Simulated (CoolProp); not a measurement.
Vapour-liquid equilibrium of R22 (1) + R115 (2) at -26.45 °C; x and y are mole fractions of (1).

Values from CoolProp's multi-fluid Helmholtz-energy mixture model, Kamei 1995 and Lemmon 2016; pair parameters Bell 2016.

```tsv
x	bubble pressure, mixture model (bar)	bubble pressure, Raoult's law (bar)	y, mixture model	y, Raoult's law
0.05	1.890	1.742	0.120	0.055
0.15	2.076	1.758	0.259	0.162
0.25	2.171	1.775	0.342	0.268
0.35	2.219	1.791	0.405	0.371
0.45	2.238	1.808	0.463	0.473
0.55	2.234	1.825	0.525	0.572
0.65	2.205	1.841	0.596	0.670
0.75	2.150	1.858	0.682	0.767
0.85	2.067	1.874	0.790	0.861
0.95	1.960	1.891	0.923	0.954
```

The largest gap from Raoult's law is +23.9 % in bubble pressure, at x = 0.35. y crosses x between x = 0.45 and 0.55: the model has an azeotrope there.

The pair parameters rest on a limited set of measurements; away from them the model extrapolates.
